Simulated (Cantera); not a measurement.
A Cantera script and what it prints.

```python
import numpy as np
import cantera as ct

gas_names = """
    Electron H H+ H- HI HO2 H2 H2+ H2- H2O H2O+ H2O2 H3O+ I I2 O O+ O- OH OH+ OH- O2 O2+ O2- O3
""".split()
cond_names = """
    H2O(s) H2O(L) I2(cr) I2(L)
""".split()


def load(file, names, dense=False):
    # The tables refer to 1 bar. Condensed volumes are neglected.
    table = {s.name: s for s in ct.Species.list_from_file(file)}
    out = []
    for n in names:
        d = dict(table[n].input_data)
        d["thermo"] = dict(d["thermo"], **{"reference-pressure": 1e5})
        if dense:
            d["equation-of-state"] = {"model": "constant-volume", "density": "1e6 g/cm^3"}
        out.append(ct.Species.from_dict(d))
    return out


gas = ct.Solution(thermo="ideal-gas", species=load("nasa_gas.yaml", gas_names))
cond = {s.name: ct.Solution(thermo="fixed-stoichiometry", species=[s], name=s.name)
        for s in load("nasa_condensed.yaml", cond_names, dense=True)}
atoms = {
    'HI': {'H': 1, 'I': 1},
    'H2': {'H': 2},
    'O2': {'O': 2},
}
top_T = {}  # K; cautious upper limits of use, not melting points


def equilibrate(T, P, feed):
    n = {}
    for name, mol in feed.items():
        for a, k in atoms[name].items():
            n[a] = n.get(a, 0.0) + k * mol
    gas.TPX = T, P, n
    mass = sum(n.values()) * gas.mean_molecular_weight
    gas.equilibrate("TP")
    valid = [c for c in cond.values() if c.min_temp <= T <= top_T.get(c.name, c.max_temp)]
    mix = ct.Mixture([(gas, mass / gas.mean_molecular_weight)] + [(c, 0.0) for c in valid])
    mix.T, mix.P = T, P
    mix.equilibrate("TP", solver="vcs", rtol=1e-11, max_steps=5000)
    return mix


results = []
feed = {'HI': 1, 'H2': 0.55, 'O2': 0.24}  # mol
P = 1000  # Pa
for T in [2000, 2500, 3000, 3500, 4000, 4500, 5000]:
    mix = equilibrate(T, P, feed)
    results.append((T, P, feed, dict(zip(mix.species_names, mix.species_moles))))

top = {s: max(r[3][s] / sum(r[3][g] for g in gas_names) for r in results) for s in gas_names}
cols = sorted((s for s in top if top[s] > 1e-05), key=lambda s: -top[s])[:9]
seen = [c for c in cond_names if any(r[3].get(c, 0) > 1e-12 for r in results)]
print("log10 of partial pressures in bar; condensed amounts in mol")
print(f"{'T/K':>10s}" + "".join(f"{s[:9]:>10s}" for s in cols + seen))
for T, P, feed, n in results:
    ng = sum(n[g] for g in gas_names)
    print(f"{T:10.4g}" + "".join(f"{np.log10(max(n[s] / ng * P / 1e5, 1e-99)):10.3f}" for s in cols)
          + "".join(f"{n.get(c, 0):10.4g}" for c in seen))
```

It prints:

```
log10 of partial pressures in bar; condensed amounts in mol
       T/K         H         I        H2       H2O         O        OH        HI        O2        I2
      2000    -4.075    -2.324    -2.572    -2.631    -6.773    -5.134    -3.831    -7.196    -6.186
      2500    -2.930    -2.351    -2.661    -2.736    -4.140    -3.689    -4.351    -4.602    -7.060
      3000    -2.346    -2.495    -3.089    -3.812    -3.018    -3.548    -5.013    -4.144    -7.899
      3500    -2.243    -2.548    -4.028    -5.882    -2.884    -4.434    -5.756    -5.153    -8.403
      4000    -2.233    -2.553    -4.871    -7.667    -2.874    -5.262    -6.351    -6.094    -8.715
      4500    -2.232    -2.554    -5.542    -9.076    -2.873    -5.921    -6.820    -6.838    -8.955
      5000    -2.232    -2.554    -6.080   -10.207    -2.873    -6.451    -7.199    -7.436    -9.151
```

These are equilibrium values from Cantera (NASA tables, ideal gas, pure condensed phases), not measurements of a reactor.
